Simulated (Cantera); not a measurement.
A Cantera script and what it prints.

```python
import numpy as np
import cantera as ct

gas_names = """
    Ca CaCL CaCL2 CaO CaOH CaO2H2 Ca2 CL CLO CL2 H HCL HOCL HO2 H2 H2O H2O2 O OH O2 O3
""".split()
cond_names = """
    Ca(a) Ca(b) Ca(L) CaCL2(s) CaCL2(L) CaO(s) CaO(L) CaO2H2(s) H2O(s) H2O(L)
""".split()


# ... load() reads the species with a 1 bar reference pressure and builds the phases ...
atoms = {
    'CaO': {'Ca': 1, 'O': 1},
    'HCl': {'H': 1, 'CL': 1},
    'O2': {'O': 2},
}
top_T = {}  # K; cautious upper limits of use, not melting points


# ... equilibrate(T, P, feed) seeds the gas with the atoms and calls Mixture.equilibrate('TP', solver="vcs", rtol=1e-11, max_steps=5000) ...
results = []
P = 10000  # Pa
for T in [800, 900, 1000, 1100, 1200, 1300, 1400, 1500, 1600, 1700]:
    for m in [1.6, 3, 5.8, 11, 21, 41, 78]:
        feed = {'CaO': 1, 'HCl': m, 'O2': 0.57}  # mol
        mix = equilibrate(T, P, feed)
        results.append((T, P, feed, dict(zip(mix.species_names, mix.species_moles))))

for T, P, feed, n in results:
    print(f"{T:7g} {feed['HCl']:10.4g}  " + (" + ".join(c for c in cond_names if n.get(c, 0) > 1e-12) or "gas only"))
```

Result:

```
    800        1.6  CaCL2(s) + CaO(s)
    800          3  CaCL2(s)
    800        5.8  CaCL2(s)
    800         11  CaCL2(s)
    800         21  CaCL2(s)
    800         41  CaCL2(s)
    800         78  CaCL2(s)
    900        1.6  CaCL2(s) + CaO(s)
    900          3  CaCL2(s)
    900        5.8  CaCL2(s)
    900         11  CaCL2(s)
    900         21  CaCL2(s)
    900         41  CaCL2(s)
    900         78  CaCL2(s)
   1000        1.6  CaCL2(s) + CaO(s)
   1000          3  CaCL2(s)
   1000        5.8  CaCL2(s)
   1000         11  CaCL2(s)
   1000         21  CaCL2(s)
   1000         41  CaCL2(s)
   1000         78  CaCL2(s)
   1100        1.6  CaCL2(L) + CaO(s)
   1100          3  CaCL2(L)
   1100        5.8  CaCL2(L)
   1100         11  CaCL2(L)
   1100         21  CaCL2(L)
   1100         41  CaCL2(L)
   1100         78  CaCL2(L)
   1200        1.6  CaCL2(L) + CaO(s)
   1200          3  CaCL2(L)
   1200        5.8  CaCL2(L)
   1200         11  CaCL2(L)
   1200         21  CaCL2(L)
   1200         41  CaCL2(L)
   1200         78  CaCL2(L)
   1300        1.6  CaCL2(L) + CaO(s)
   1300          3  CaCL2(L)
   1300        5.8  CaCL2(L)
   1300         11  CaCL2(L)
   1300         21  CaCL2(L)
   1300         41  CaCL2(L)
   1300         78  CaCL2(L)
   1400        1.6  CaCL2(L) + CaO(s)
   1400          3  CaCL2(L)
   1400        5.8  CaCL2(L)
   1400         11  CaCL2(L)
   1400         21  CaCL2(L)
   1400         41  CaCL2(L)
   1400         78  CaCL2(L)
   1500        1.6  CaCL2(L) + CaO(s)
   1500          3  CaCL2(L)
   1500        5.8  CaCL2(L)
   1500         11  CaCL2(L)
   1500         21  CaCL2(L)
   1500         41  CaCL2(L)
   1500         78  gas only
   1600        1.6  CaCL2(L) + CaO(s)
   1600          3  CaCL2(L)
   1600        5.8  CaCL2(L)
   1600         11  CaCL2(L)
   1600         21  gas only
   1600         41  gas only
   1600         78  gas only
   1700        1.6  CaCL2(L) + CaO(s)
   1700          3  CaCL2(L) + CaO(s)
   1700        5.8  gas only
   1700         11  gas only
   1700         21  gas only
   1700         41  gas only
   1700         78  gas only
```

Cantera equilibrium calculation (NASA polynomials, part measured and part estimated; ideal gas, pure solids and liquids). Mutual solubility and eutectic melting of coexisting phases are not modelled. Condensed phases not in the tables: oxide chlorides.
